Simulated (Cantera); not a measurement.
A perfectly stirred reactor is fed with NH₃ : N₂ = 1 : 0.22 (molar parts), at 0.286 atm; it is held at 1950 K, and followed from long to short residence time.

Computed with Cantera and the gas-phase N/H chemistry of the illustrative SiF4/NH3 mechanism in the Surface Chemkin manual (1991). Walls and surfaces, which speed up NH3 decomposition in real reactors, are not modelled.

x: mole fraction; the columns are a selection and need not sum to one.

```csv
τ (s),x NH₃,x N,x N₂,x N₂H₂,x NH₂
9.3,0.0152,5.10e-7,0.321,3.82e-8,?
1.6,0.0750,5.33e-7,0.311,2.45e-7,?
0.27,0.291,4.90e-7,0.273,1.26e-6,?
0.047,0.618,3.41e-7,0.216,3.52e-6,?
0.0081,0.776,1.17e-7,0.188,4.94e-6,0.000925
0.0014,0.812,2.05e-8,0.181,4.38e-6,0.000915
0.00024,0.819,2.75e-9,0.180,1.39e-6,?
```

### Question
Complete the blanks.

### Answer

- 9.3, x NH₂: 6.01e-5
- 1.6, x NH₂: 0.000179
- 0.27, x NH₂: 0.000445
- 0.047, x NH₂: 0.000749
- 0.00024, x NH₂: 0.000540
